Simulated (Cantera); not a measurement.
Feed: 1 mol Fe2O3, 4.1 mol SO3, 7.3 mol CO2, at 101000 Pa.

Cantera equilibrium calculation (NASA polynomials, part measured and part estimated; ideal gas, pure solids and liquids). Candidate condensed phases: C, Fe, Fe(CO)5, FeO, FeS, FeSO4, FeS2, Fe2O3, Fe2(SO4)3, Fe3O4, S; 25 gas species. Rates play no part.

Which condensed phases are stable at each of these points (T (K)): 1475, 1525, 1575, 1625, 1675, 1725, 1775?


| T (K) | condensed phases | Fe condensed (%) |
|---|---|---|
| 1475 | Fe2O3(s) | 100.0 |
| 1525 | Fe2O3(s) | 100.0 |
| 1575 | Fe2O3(s) | 100.0 |
| 1625 | Fe2O3(s) | 100.0 |
| 1675 | Fe3O4(s) | 100.0 |
| 1725 | Fe3O4(s) | 100.0 |
| 1775 | Fe3O4(s) | 100.0 |

From 1475 K to 1625 K the condensed part is Fe2O3(s). From 1675 K to 1775 K the condensed part is Fe3O4(s).
